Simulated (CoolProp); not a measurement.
Vapour-liquid equilibrium of n-pentane (1) + cyclohexane (2) at 0.396 MPa; x and y are mole fractions of (1).

The numbers come from the multi-fluid Helmholtz-energy mixture model, Thol 2019 and Zhou 2014; pair parameters Bell 2016 in CoolProp.

Task: Give the bubble temperature and the first vapour's composition at x = 0.35, 0.85, 0.95. Is there an azeotrope?

Result: x = 0.35: 381.5 K, y = 0.614; x = 0.85: 360.7 K, y = 0.942; x = 0.95: 357.6 K, y = 0.982. No azeotrope shows between x = 0.05 and 0.95.

Pair parameters are fitted to limited data, so mixtures are less certain than the pure fluids.
